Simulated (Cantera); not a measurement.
An isothermal, constant-pressure homogeneous reactor starts with CH₄ : N₂ = 1 : 43 (molar parts), at 1400 K and 0.00592 atm. Integrator tolerance rtol = 1e-08.

Computed with Cantera and GRI-Mech 3.0 (53 species, 325 reactions). GRI-Mech 3.0 stops at C3 and has no aromatics, soot or wall deposition, so with more carbon than oxygen in the feed, carbon stays in small species such as C2H2 where larger ones or solid carbon would form. Radical loss at walls, strong at low pressure, is not modelled.

Q: What does this change do: N2 43 to 5.9 parts?

A: 
```csv
quantity,before,after
x(CH₄) at 20.0 s,0.0198 (gas-phase equilibrium 4.17e-6),0.120 (gas-phase equilibrium 0.000231)
x(C₂H₆) at 20.0 s,7.56e-6 (gas-phase equilibrium 1.16e-12),3.28e-5 (gas-phase equilibrium 6.27e-10)
x(C₂H₄) at 20.0 s,0.000480 (gas-phase equilibrium 2.97e-7),0.00157 (gas-phase equilibrium 2.82e-5)
x(HCN) at 20.0 s,9.91e-10 (gas-phase equilibrium 0.0186),4.74e-10 (gas-phase equilibrium 0.0660)
x(H₂) at 20.0 s,0.00368 (gas-phase equilibrium 0.0333),0.0305 (gas-phase equilibrium 0.190)
x(CH₂) at 20.0 s,9.38e-9 (gas-phase equilibrium 7.22e-12),7.67e-9 (gas-phase equilibrium 7.04e-11)
x(C₂H₂) at 20.0 s,0.000890 (gas-phase equilibrium 0.00181),0.00910 (gas-phase equilibrium 0.0301)
```
